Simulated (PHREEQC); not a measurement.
Solution (25 °C): 79 mmol/kgw HNO3 and 130 mmol/kgw NaCl. Closed to the air; pH follows from the charge balance.

The numbers come from PHREEQC with the ion-association model, phreeqc.dat.

No solid was allowed to form.

Question: Estimate the pH, specific conductance, density.

Answer: pH 1.20; specific conductance 39000 µS/cm; density 1.005 g/cm³.
